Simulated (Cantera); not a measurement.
Charge: 1 mol NaCl, 6 mol H2, at 1777 °C and 20.0 Pa.

These are equilibrium values from Cantera (NASA tables, ideal gas, pure condensed phases), not measurements of a reactor. Candidate condensed phases: Na, NaCl; 10 gas species. The numbers say what is thermodynamically allowed, not how fast it happens.

Base state: H2 0.662, H 0.131, Na 0.0801, HCl 0.0699, NaCl 0.0470, Cl 0.0102 (mole fractions); condensed: gas only.

Q: What changes in the equilibrium state with this change: 0.8 mol Cl2 added?

A: 
```tsv
species	before	after
H2	0.662	0.539
HCl	0.0699	0.195
H	0.131	0.118
Na	0.0801	0.0412
Cl	0.0102	0.0316
NaCl	0.0470	0.0748
```
